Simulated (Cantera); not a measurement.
A freely propagating, adiabatic, planar premixed flame of 31.6 % H₂, 14.4 % O₂, 54.0 % N₂, equivalence ratio 1.1, unburnt at 698 K and 0.600 bar; multicomponent+Soret transport, grid criteria slope 0.08 and curve 0.16, no radiation.

Computed with Cantera and the H2/O2 subset of GRI-Mech 3.0, which has no nitrogen chemistry. Burning velocities carry a grid error of a few per cent, more on coarse grids.

### Question
Predict: laminar burning velocity; thermal thickness; peak x(H₂O₂); peak x(O); peak x(H).

### Answer
```
Item                        Result
------------------------  --------
laminar burning velocity  959 cm/s
thermal thickness         0.976 mm
peak x(H₂O₂)               3.01e-6
peak x(O)                   0.0148
peak x(H)                   0.0817
```
